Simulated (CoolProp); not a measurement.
Computed with CoolProp (reference Helmholtz-energy equation of state, Outcalt 1996). It is a modified Benedict-Webb-Rubin equation, recast in Helmholtz form.

Task: For R152A, give the phase and the Z, cp (kJ/(kg K)), cv (kJ/(kg K)), Joule-Thomson coefficient (K/MPa) at 68.15 °C and 1.01 MPa; 79.55 °C and 1.01 MPa; 192.85 °C and 1.01 MPa.

Result: 
- 68.15 °C and 1.01 MPa: gas; Z 0.857, cp 1.34, cv 1.08, Joule-Thomson coefficient 19.0
- 79.55 °C and 1.01 MPa: gas; Z 0.875, cp 1.33, cv 1.09, Joule-Thomson coefficient 16.8
- 192.85 °C and 1.01 MPa: gas; Z 0.957, cp 1.44, cv 1.28, Joule-Thomson coefficient 6.73
